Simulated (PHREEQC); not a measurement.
A solution holds 0.032 mol/kgw HF, 0.00023 mol/kgw CsF and 6e-05 mol/kgw H2SiF6, at 25 °C. Closed to the air; pH follows from the charge balance.

The numbers come from PHREEQC with the ion-association model, wateq4f.dat.

Task: The ionic strength comes out as 0.00475 mol/kgw. What activity coefficients do F-, Cs+, SiF6-2, H+, HF2- get?

Result: F- 0.93, Cs+ 0.93, SiF6-2 0.75, H+ 0.94, HF2- 0.93.

This is a speciation only: nothing precipitates in the calculation. wateq4f.dat counts part of the HF as a dimer, H2F2, which phreeqc.dat doesn't know; its constant is uncertain. SiF6-2 is the database's only silicon fluoride.
